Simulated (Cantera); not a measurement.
Charge: 1 mol SiO₂, 4.1 mol C, 15 mol N₂, 0.084 mol CO₂, equilibrated at 1000 Pa.

Equilibrium computed with Cantera from the NASA thermochemical tables; the gas is ideal and each condensed phase is pure. Candidate condensed phases: C, Si, SiC, SiO₂, Si₂N₂O, Si₃N₄; 34 gas species. N₂ is the only nitrogen source here; it is nearly inert below about 1500 K, so the nitride shown seldom forms there in practice. Mutual solubility and eutectic melting of coexisting phases are not modelled. Rates play no part.

Question: What share of the Si ends up in condensed phases as a function of T (K), at 950, 1100, 1250, 1400, 1550, 1700, 1850, 2000, 2150, 2300?

Answer: 
```
T (K)  Si condensed (%)                          as
-----  ----------------  --------------------------
950               100.0              SiO₂(β-quartz)
1100              100.0  SiO₂(β-quartz) + Si₂N₂O(s)
1250              100.0                   Si₂N₂O(s)
1400              100.0                   Si₂N₂O(s)
1550               99.5                      SiC(s)
1700               99.1                      SiC(s)
1850               98.6                      SiC(s)
2000               97.5                      SiC(s)
2150               93.0                      SiC(s)
2300               65.5                      SiC(s)
```
